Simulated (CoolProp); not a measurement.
The numbers come from the reference Helmholtz-energy equation of state, Younglove 1994 in CoolProp. It is a modified Benedict-Webb-Rubin equation, recast in Helmholtz form.

Q: Give the vapour pressure (MPa), liquid cp (kJ/(kg K)), surface tension (mN/m) of saturated R123 at 361.8, 396.8 K.

A: 
| T (K) | p (MPa) | liquid cp (kJ/(kg K)) | surface tension (mN/m) |
|---|---|---|---|
| 361.8 | 0.605 | 1.12 | 8.05 |
| 396.8 | 1.29 | 1.22 | 4.56 |

Surface tension comes from a separate correlation (Mulero 2012).
